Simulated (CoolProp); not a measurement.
Saturation properties of carbon dioxide (Tc = 304.1 K, pc = 7377 kPa, ω = 0.224).

Model: reference Helmholtz-energy equation of state, Span 1996, in CoolProp.

```
T (K)  p (kPa)  liquid density (kg/m³)  enthalpy of vaporisation (kJ/kg)  vapour Z  vapour viscosity (µPa s)  liquid conductivity (mW/(m K))
-----  -------  ----------------------  --------------------------------  --------  ------------------------  ------------------------------
225.1    738.0                    1147                             336.5    0.8975                      11.3                             167
231.7    951.9                    1122                             325.0    0.8777                         ?                             159
238.2        ?                    1096                             313.1    0.8560                      12.0                             151
244.8     1509                    1069                             300.2    0.8314                      12.4                               ?
251.3        ?                    1040                                 ?    0.8047                      12.8                             135
257.9     2274                    1009                             271.5    0.7747                      13.3                             127
264.4     2744                   976.4                             255.4    0.7419                      13.8                             120
271       3291                   940.1                             237.3    0.7047                      14.3                             112
277.5     3904                       ?                             217.1    0.6635                      15.0                             104
284.1     4609                   854.0                             193.5    0.6153                      15.9                            96.0
290.6     5394                       ?                             165.2    0.5587                      17.2                            88.2
```

### Question
What belongs in the gaps?

### Answer

- 231.7, vapour viscosity (µPa s): 11.7
- 238.2, p (kPa): 1205
- 244.8, liquid conductivity (mW/(m K)): 143
- 251.3, p (kPa): 1860
- 251.3, enthalpy of vaporisation (kJ/kg): 286.5
- 277.5, liquid density (kg/m³): 900.3
- 290.6, liquid density (kg/m³): 799.0

Viscosity comes from a separate model (Laesecke 2017). Thermal conductivity comes from a separate model (Huber 2016).
